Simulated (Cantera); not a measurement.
Charge: 1 mol Si3N4, 0.52 mol N2O, 6 mol N2, held at 19.5 Torr.

Method: chemical equilibrium by Gibbs-energy minimisation in Cantera with the NASA 1993 tables (ideal gas, pure condensed phases). Candidate condensed phases: Si, SiO2, Si2N2O, Si3N4; 16 gas species. Mutual solubility and eutectic melting of coexisting phases are not modelled. Rates play no part.

Question: What share of the Si ends up in condensed phases as a function of T (K), at 1523, 1573, 1623, 1673, 1723, 1773, 1823, 1873, 1923, 1973?

Answer: 
```
T (K)  Si condensed (%)                    as
-----  ----------------  --------------------
1523              100.0  Si2N2O(s) + Si3N4(s)
1573              100.0  Si2N2O(s) + Si3N4(s)
1623              100.0  Si2N2O(s) + Si3N4(s)
1673               99.9  Si2N2O(s) + Si3N4(s)
1723               99.6  Si2N2O(s) + Si3N4(s)
1773               98.9  Si2N2O(s) + Si3N4(s)
1823               96.7  Si2N2O(s) + Si3N4(s)
1873               87.6     Si(l) + Si2N2O(s)
1923               82.4                 Si(l)
1973               82.2                 Si(l)
```
